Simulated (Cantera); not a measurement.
# Low-pressure radical oxidation in H2/O2

A perfectly stirred reactor is fed with 9.08 % H₂, 19.3 % O₂, 71.5 % N₂, 0.126 % H₂O, at 0.00839 atm; it is held at 1473 K, and followed from long to short residence time.

Cantera simulation using GRI-Mech 3.0 (53 species, 325 reactions); the numbers are that mechanism's predictions, not measurements. Radical loss at walls, strong at low pressure, is not modelled. The temperature is held fixed by assumption; the heat of reaction is taken as removed at once.

```tsv
τ (s)	x H₂	x O₂	x NO	x OH	x H₂O
1.6	0.00225	0.150	6.22e-6	0.00460	0.0887
0.57	0.00371	0.148	7.62e-6	0.00585	0.0832
0.20	0.00528	0.145	6.98e-6	0.00690	0.0760
0.069	0.00645	0.143	4.20e-6	0.00751	0.0700
0.024	0.00735	0.143	1.84e-6	0.00782	0.0665
0.0083	0.00878	0.143	6.72e-7	0.00808	0.0639
0.0029	0.0123	0.146	2.16e-7	0.00845	0.0601
0.00099	0.0216	0.153	5.42e-8	0.00872	0.0518
0.00034	0.0455	0.168	6.98e-9	0.00704	0.0331
```
x: mole fraction; the columns are a selection and need not sum to one.
